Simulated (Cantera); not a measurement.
**FeS2 + H2 (hydrogen reduction and annealing atmospheres)**

Charge: 1 mol FeS2, a varied amount of H2, at 375 °C and 10.0 mbar.

Cantera equilibrium calculation (NASA polynomials, part measured and part estimated; ideal gas, pure solids and liquids). Candidate condensed phases: Fe, FeS, FeS2, S; 8 gas species. FeS: taken at fixed stoichiometry. Rates play no part.

At 1.2 mol H2 the condensed part is FeS(s) + FeS2(s). From 2.1 mol H2 to 31 mol H2 the condensed part is FeS(s).

| n(H2) (mol) | x H2 | x H2S | x S2 | x SH | n FeS(s) | n FeS2(s) |
|---|---|---|---|---|---|---|
| 1.2 | 0.247 | 0.753 | 4.52e-7 | 2.07e-9 | 0.904 | 0.0965 |
| 2.1 | 0.524 | 0.476 | 4.02e-8 | 8.99e-10 | 1.00 | 0 |
| 3.6 | 0.722 | 0.278 | 7.20e-9 | 4.47e-10 | 1.00 | 0 |
| 6.2 | 0.839 | 0.161 | 1.80e-9 | 2.41e-10 | 1.00 | 0 |
| 11 | 0.909 | 0.0909 | 4.87e-10 | 1.30e-10 | 1.00 | 0 |
| 18 | 0.944 | 0.0556 | 1.68e-10 | 7.81e-11 | 1.00 | 0 |
| 31 | 0.968 | 0.0323 | 5.41e-11 | 4.48e-11 | 1.00 | 0 |
x: gas mole fraction; n: condensed amount in mol.
